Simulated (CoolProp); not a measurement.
Model: reference Helmholtz-energy equation of state, Tillner-Roth 1997, in CoolProp.

### Question
For CH2F2 (R32), give the phase and the viscosity (µPa s), conductivity (mW/(m K)) at 314.7 K and 0.132 MPa; 314.7 K and 0.634 MPa; 314.7 K and 5.14 MPa.

### Answer
- 314.7 K and 0.132 MPa: gas; viscosity 14.1, conductivity 14.9
- 314.7 K and 0.634 MPa: gas; viscosity 14.1, conductivity 15.6
- 314.7 K and 5.14 MPa: liquid; viscosity 96.6, conductivity 124

Viscosity comes from a separate model (Bell 2016), an estimate that may be off by 10 % or more. Thermal conductivity comes from a separate model (Huber 2003), an estimate that may be off by 10 % or more.
